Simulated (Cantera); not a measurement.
Moist CO burnout

An isothermal, constant-pressure homogeneous reactor starts with CO : O2 : H2O : N2 = 0.0097 : 0.066 : 0.0045 : 1 (molar parts), at 900 K and 100000 Pa.

Cantera simulation using GRI-Mech 3.0 (53 species, 325 reactions); the numbers are that mechanism's predictions, not measurements.

```csv
t (s),x CO,x O2,x H2O,x NO2,x H
9.00e-6,0.00898,0.0611,0.00417,<1e-12,<1e-12
3.01e-5,0.00898,0.0611,0.00417,<1e-12,<1e-12
0.000101,0.00898,0.0611,0.00417,<1e-12,<1e-12
0.000338,0.00898,0.0611,0.00417,<1e-12,<1e-12
0.00113,0.00898,0.0611,0.00417,<1e-12,<1e-12
0.00379,0.00898,0.0611,0.00417,<1e-12,<1e-12
0.0127,0.00898,0.0611,0.00417,<1e-12,<1e-12
0.0424,0.00898,0.0611,0.00417,<1e-12,1.01e-12
0.142,0.00898,0.0611,0.00417,<1e-12,3.30e-12
0.476,0.00898,0.0611,0.00417,<1e-12,2.50e-11
1.59,0.00895,0.0611,0.00417,<1e-12,4.41e-10
5.33,0.00850,0.0609,0.00416,1.00e-12,1.26e-9
17.8,0.00680,0.0601,0.00416,1.88e-11,1.14e-9
59.7,0.00322,0.0584,0.00417,1.74e-10,5.60e-10
200,0.000428,0.0571,0.00418,6.84e-10,6.01e-11
```
x: mole fraction; the columns are a selection and need not sum to one.

Equilibrium at this temperature and pressure: CO <1e-12, O2 0.0569, H2O 0.00418, NO2 3.18e-7, H <1e-12 (gas phase only).
